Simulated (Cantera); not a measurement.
Input (Python, Cantera) and output of one run.

```python
import numpy as np
import cantera as ct

gas_names = [...]  # 116 gases of nasa_gas.yaml made of C, H, Mg, O
cond_names = """
    C(gr) C6H6(L) C7H8(L) C8H18(L),n-octa H2O(s) H2O(L) Mg(cr) Mg(L) MgCO3(s) MgO(s) MgO(L) MgO2H2(s)
""".split()


# ... load() reads the species with a 1 bar reference pressure and builds the phases ...
atoms = {
    'MgO': {'Mg': 1, 'O': 1},
    'CH4': {'C': 1, 'H': 4},
    'CO': {'C': 1, 'O': 1},
}
top_T = {'C(gr)': 4500}  # K; cautious upper limits of use, not melting points


# ... equilibrate(T, P, feed) seeds the gas with the atoms and calls Mixture.equilibrate('TP', solver="vcs", rtol=1e-11, max_steps=5000) ...
results = []
feed = {'MgO': 1, 'CH4': 0.44, 'CO': 0.047}  # mol
P = 130000  # Pa
for T in [1700, 1775, 1850, 1925, 2000, 2075, 2150, 2225, 2300, 2375, 2450, 2525, 2600]:
    mix = equilibrate(T, P, feed)
    results.append((T, P, feed, dict(zip(mix.species_names, mix.species_moles))))
    x = sorted(zip(gas.X, gas.species_names), reverse=True)
    print(f"T = {T:g} K  P = {P:g} Pa  gas = {mix.phase_moles(0):.4g} mol")
    print("   x: " + "  ".join(f"{s} {v:.3e}" for v, s in x if v > 1e-06))
    print("   condensed (mol): " + ("  ".join(f"{mix.phase(i).name} {mix.phase_moles(i):.4g}"
          for i in range(1, mix.n_phases) if mix.phase_moles(i) > 1e-12) or "none"))
```

Result:

```
T = 1700 K  P = 130000 Pa  gas = 0.93 mol
   x: H2 9.435e-01  CO 5.275e-02  Mg 2.211e-03  CH4 1.268e-03  H 1.255e-04  C2H2,acetylene 6.925e-05  H2O 3.122e-05  MgH 3.065e-05  C2H4 4.141e-06  CH3 3.430e-06
   condensed (mol): C(gr) 0.4366  MgO(s) 0.9979
T = 1775 K  P = 130000 Pa  gas = 0.949 mol
   x: H2 9.251e-01  CO 6.155e-02  Mg 1.188e-02  CH4 9.313e-04  H 2.442e-04  MgH 1.732e-04  C2H2,acetylene 1.317e-04  H2O 2.393e-05  CH3 4.981e-06  C2H4 4.417e-06
   condensed (mol): C(gr) 0.4274  MgO(s) 0.9886
T = 1850 K  P = 130000 Pa  gas = 1.016 mol
   x: H2 8.642e-01  CO 9.037e-02  Mg 4.348e-02  MgH 6.479e-04  CH4 6.356e-04  H 4.392e-04  C2H2,acetylene 2.260e-04  H2O 2.274e-05  CH3 6.507e-06  C2H4 4.241e-06  MgOH 1.046e-06
   condensed (mol): C(gr) 0.3941  MgO(s) 0.9552
T = 1925 K  P = 130000 Pa  gas = 1.214 mol
   x: H2 7.223e-01  CO 1.575e-01  Mg 1.171e-01  MgH 1.680e-03  H 7.126e-04  CH4 3.543e-04  C2H2,acetylene 3.307e-04  H2O 2.365e-05  CH3 6.986e-06  C2H4 3.235e-06  MgOH 2.749e-06  Mg2 2.494e-06  CO2 1.198e-06
   condensed (mol): C(gr) 0.2945  MgO(s) 0.8557
T = 2000 K  P = 130000 Pa  gas = 1.803 mol
   x: H2 4.857e-01  CO 2.695e-01  Mg 2.405e-01  MgH 2.967e-03  H 9.940e-04  C2H2,acetylene 2.659e-04  CH4 1.099e-04  H2O 2.362e-05  Mg2 9.548e-06  MgOH 5.971e-06  CH3 4.450e-06  CO2 2.860e-06  C2H4 1.131e-06
   condensed (mol): MgO(s) 0.5611
T = 2075 K  P = 130000 Pa  gas = 1.805 mol
   x: H2 4.849e-01  CO 2.696e-01  Mg 2.406e-01  MgH 3.101e-03  H 1.627e-03  H2O 6.616e-05  C2H2,acetylene 3.071e-05  CH4 2.420e-05  MgOH 1.470e-05  Mg2 8.710e-06  CO2 7.580e-06  CH3 1.589e-06
   condensed (mol): MgO(s) 0.56
T = 2150 K  P = 130000 Pa  gas = 1.807 mol
   x: H2 4.840e-01  CO 2.695e-01  Mg 2.405e-01  MgH 3.228e-03  H 2.573e-03  H2O 1.721e-04  MgOH 3.389e-05  CO2 1.874e-05  Mg2 7.957e-06  CH4 5.937e-06  C2H2,acetylene 4.134e-06
   condensed (mol): MgO(s) 0.5596
T = 2225 K  P = 130000 Pa  gas = 1.808 mol
   x: H2 4.825e-01  CO 2.692e-01  Mg 2.404e-01  H 3.946e-03  MgH 3.349e-03  H2O 4.180e-04  MgOH 7.365e-05  CO2 4.348e-05  Mg2 7.294e-06  CH4 1.604e-06
   condensed (mol): MgO(s) 0.559
T = 2300 K  P = 130000 Pa  gas = 1.811 mol
   x: H2 4.802e-01  CO 2.688e-01  Mg 2.405e-01  H 5.882e-03  MgH 3.466e-03  H2O 9.534e-04  MgOH 1.517e-04  CO2 9.522e-05  Mg2 6.715e-06  MgO 2.652e-06  OH 1.882e-06
   condensed (mol): MgO(s) 0.5578
T = 2375 K  P = 130000 Pa  gas = 1.816 mol
   x: H2 4.764e-01  CO 2.680e-01  Mg 2.410e-01  H 8.537e-03  MgH 3.578e-03  H2O 2.050e-03  MgOH 2.976e-04  CO2 1.976e-04  MgO 7.757e-06  OH 6.540e-06  Mg2 6.220e-06
   condensed (mol): MgO(s) 0.5553
T = 2450 K  P = 130000 Pa  gas = 1.824 mol
   x: H2 4.702e-01  CO 2.667e-01  Mg 2.422e-01  H 1.208e-02  H2O 4.160e-03  MgH 3.689e-03  MgOH 5.576e-04  CO2 3.896e-04  MgO 2.122e-05  OH 2.089e-05  Mg2 5.811e-06  MgO2H2 3.045e-06
   condensed (mol): MgO(s) 0.5506
T = 2525 K  P = 130000 Pa  gas = 1.836 mol
   x: H2 4.606e-01  CO 2.645e-01  Mg 2.446e-01  H 1.669e-02  H2O 7.969e-03  MgH 3.800e-03  MgOH 1.000e-03  CO2 7.302e-04  OH 6.155e-05  MgO 5.457e-05  MgO2H2 8.550e-06  Mg2 5.500e-06  O 1.461e-06
   condensed (mol): MgO(s) 0.5419
T = 2600 K  P = 130000 Pa  gas = 1.856 mol
   x: H2 4.457e-01  CO 2.611e-01  Mg 2.490e-01  H 2.248e-02  H2O 1.436e-02  MgH 3.916e-03  MgOH 1.721e-03  CO2 1.300e-03  OH 1.675e-04  MgO 1.327e-04  MgO2H2 2.208e-05  O 5.467e-06  Mg2 5.302e-06
   condensed (mol): MgO(s) 0.5271
```

Cantera equilibrium calculation (NASA polynomials, part measured and part estimated; ideal gas, pure solids and liquids). The tables' values for MgH are old estimates; treat these amounts as uncertain.
